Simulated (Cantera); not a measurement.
Cantera run:

```python
import numpy as np
import cantera as ct

gas_names = """
    B BCL BCL2 BCL3 BH BH2 BH3 BN B2 CL CL2 H HCL H2 N NH NH2 NH3 N2 N2H2 N2H4
""".split()
cond_names = """
    B(b) B(L) BN(s) NH4CL(a) NH4CL(b)
""".split()


def load(file, names, dense=False):
    # The tables refer to 1 bar. Condensed volumes are neglected.
    table = {s.name: s for s in ct.Species.list_from_file(file)}
    out = []
    for n in names:
        d = dict(table[n].input_data)
        d["thermo"] = dict(d["thermo"], **{"reference-pressure": 1e5})
        if dense:
            d["equation-of-state"] = {"model": "constant-volume", "density": "1e6 g/cm^3"}
        out.append(ct.Species.from_dict(d))
    return out


gas = ct.Solution(thermo="ideal-gas", species=load("nasa_gas.yaml", gas_names))
cond = {s.name: ct.Solution(thermo="fixed-stoichiometry", species=[s], name=s.name)
        for s in load("nasa_condensed.yaml", cond_names, dense=True)}
atoms = {
    'BN': {'B': 1, 'N': 1},
    'Cl2': {'CL': 2},
    'N2': {'N': 2},
    'H2': {'H': 2},
}
top_T = {'BN(s)': 3200}  # K; cautious upper limits of use, not melting points


def equilibrate(T, P, feed):
    n = {}
    for name, mol in feed.items():
        for a, k in atoms[name].items():
            n[a] = n.get(a, 0.0) + k * mol
    gas.TPX = T, P, n
    mass = sum(n.values()) * gas.mean_molecular_weight
    gas.equilibrate("TP")
    valid = [c for c in cond.values() if c.min_temp <= T <= top_T.get(c.name, c.max_temp)]
    mix = ct.Mixture([(gas, mass / gas.mean_molecular_weight)] + [(c, 0.0) for c in valid])
    mix.T, mix.P = T, P
    mix.equilibrate("TP", solver="vcs", rtol=1e-11, max_steps=5000)
    return mix


results = []
feed = {'BN': 1, 'Cl2': 16, 'N2': 4.8, 'H2': 3.6}  # mol
P = 140  # Pa
for T in [1048, 1123, 1198, 1273, 1348, 1423, 1498, 1573, 1648, 1723, 1798, 1873]:
    mix = equilibrate(T, P, feed)
    results.append((T, P, feed, dict(zip(mix.species_names, mix.species_moles))))

top = {s: max(r[3][s] / sum(r[3][g] for g in gas_names) for r in results) for s in gas_names}
cols = sorted((s for s in top if top[s] > 0.0001), key=lambda s: -top[s])[:9]
seen = [c for c in cond_names if any(r[3].get(c, 0) > 1e-12 for r in results)]
print("log10 of partial pressures in bar; condensed amounts in mol")
print(f"{'T/K':>10s}" + "".join(f"{s[:9]:>10s}" for s in cols + seen))
for T, P, feed, n in results:
    ng = sum(n[g] for g in gas_names)
    print(f"{T:10.4g}" + "".join(f"{np.log10(max(n[s] / ng * P / 1e5, 1e-99)):10.3f}" for s in cols)
          + "".join(f"{n.get(c, 0):10.4g}" for c in seen))
```

Result:

```
log10 of partial pressures in bar; condensed amounts in mol
       T/K        CL       CL2       HCL        N2      BCL3      BCL2       BCL
      1048    -4.720    -3.214    -3.387    -3.520    -4.244   -13.869   -20.556
      1123    -4.313    -3.229    -3.392    -3.525    -4.249   -12.795   -18.741
      1198    -3.966    -3.262    -3.401    -3.534    -4.258   -11.853   -17.141
      1273    -3.676    -3.325    -3.418    -3.551    -4.275   -11.014   -15.705
      1348    -3.445    -3.437    -3.443    -3.577    -4.301   -10.253   -14.386
      1423    -3.277    -3.614    -3.475    -3.608    -4.332    -9.542   -13.137
      1498    -3.171    -3.863    -3.504    -3.637    -4.361    -8.859   -11.925
      1573    -3.113    -4.167    -3.524    -3.657    -4.381    -8.196   -10.745
      1648    -3.086    -4.494    -3.534    -3.668    -4.392    -7.562    -9.615
      1723    -3.074    -4.819    -3.540    -3.673    -4.398    -6.966    -8.554
      1798    -3.068    -5.128    -3.542    -3.675    -4.404    -6.415    -7.571
      1873    -3.065    -5.417    -3.544    -3.677    -4.417    -5.914    -6.669
```

Method: chemical equilibrium by Gibbs-energy minimisation in Cantera with the NASA 1993 tables (ideal gas, pure condensed phases). The tables' values for BCl2, BCl are old estimates; treat these amounts as uncertain.
